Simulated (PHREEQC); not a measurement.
Solution (25 °C): 0.079 mol HF, 0.00014 mol (NH4)2SiF6, 0.041 mol HBF4 and 0.15 mol HCl per kg of water. Closed to the air; pH follows from the charge balance.

Model: ion-association model, wateq4f.dat, run in PHREEQC.

```tsv
quantity	before	after
pH	0.81	0.82
ionic strength (mol/kgw)	0.192	0.191
HF (mol/kgw)	0.0595	0.0180
H2F2 (mol/kgw)	0.00963	0.000885
F- (mol/kgw)	0.000381	0.000116
BF3OH- (mol/kgw)	0.000239	0.000764
```

Question: Name the change that produced these shifts.
A. HF from 0.079 to 0.0158 mol/kgw
B. HCl from 0.15 to 0.75 mol/kgw
C. temperature from 25 to 65 °C
D. (NH4)2SiF6 left out
E. HCl from 0.15 to 0.015 mol/kgw

Answer: A, HF from 0.079 to 0.0158 mol/kgw

This is a speciation only: nothing precipitates in the calculation. wateq4f.dat counts part of the HF as a dimer, H2F2, which phreeqc.dat doesn't know; its constant is uncertain. SiF6-2 is the database's only silicon fluoride. Real BF4- forms and hydrolyses slowly; the run takes it at equilibrium.
